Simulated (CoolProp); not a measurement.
A simple Rankine cycle with trans-2-butene: condensing at 297.15 K, boiler at 0.86 MPa, turbine inlet 351.7 K, turbine efficiency 0.6, pump efficiency 0.7, no recuperator. Each further row changes one setting.

Model: reference Helmholtz-energy equation of state, Lemmon 2005, in CoolProp. It is a short technical equation, of lower accuracy than the large ones.

```json
[
 {"case": "as stated", "thermal efficiency (%)": "7.3", "net work (kJ/kg)": "33.1", "heat in (kJ/kg)": "453", "turbine exit temperature (K)": "…", "volume ratio over the turbine": "3.90"},
 {"case": "turbine inlet 371.7 K", "thermal efficiency (%)": "7.3", "net work (kJ/kg)": "36.2", "heat in (kJ/kg)": "494", "turbine exit temperature (K)": "340.7", "volume ratio over the turbine": "3.84"},
 {"case": "condensing temperature 289.15 K", "thermal efficiency (%)": "8.4", "net work (kJ/kg)": "…", "heat in (kJ/kg)": "…", "turbine exit temperature (K)": "…", "volume ratio over the turbine": "5.05"},
 {"case": "boiler pressure 0.602 MPa", "thermal efficiency (%)": "5.6", "net work (kJ/kg)": "…", "heat in (kJ/kg)": "464", "turbine exit temperature (K)": "329.5", "volume ratio over the turbine": "2.66"},
 {"case": "turbine efficiency 0.5", "thermal efficiency (%)": "6.0", "net work (kJ/kg)": "…", "heat in (kJ/kg)": "453", "turbine exit temperature (K)": "…", "volume ratio over the turbine": "3.95"}
]
```

Question: Fill in the missing entries.

Answer: 
- as stated, turbine exit temperature (K): 319.0
- condensing temperature 289.15 K, net work (kJ/kg): 39.6
- condensing temperature 289.15 K, heat in (kJ/kg): 471
- condensing temperature 289.15 K, turbine exit temperature (K): 313.8
- boiler pressure 0.602 MPa, net work (kJ/kg): 25.9
- turbine efficiency 0.5, net work (kJ/kg): 27.3
- turbine efficiency 0.5, turbine exit temperature (K): 322.4
